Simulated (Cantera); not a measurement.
A closed system holds: 1 mol SF₆, 0.71 mol O₂, 14 mol H₂, held at 1750 °C and 35.0 bar.

Equilibrium computed with Cantera from the NASA thermochemical tables; the gas is ideal and each condensed phase is pure. The ideal-gas law is rough above about 30 bar. Equilibrium is a limit: real reactors are often held back by kinetics, nucleation or transport.

```
species   before    after
-------  -------  -------
HF         0.352    0.427
H₂         0.507    0.403
H₂O       0.0833    0.101
H₂S       0.0547   0.0641
SO₂      5.94e-6  2.03e-5
SO       1.93e-5  4.32e-5
S₂       0.00108  0.00234
S        2.06e-5  3.02e-5
H₂F₂     3.33e-5  4.90e-5
SH       0.00176  0.00231
```
Gas species are given as mole fractions.

Q: Which change was made?
(A) temperature from 1750 °C to 652 °C
(B) H₂ from 14 to 11 mol
(C) temperature from 1750 °C to 552 °C
(D) temperature from 1750 °C to 3000 °C

A: B, H₂ from 14 to 11 mol
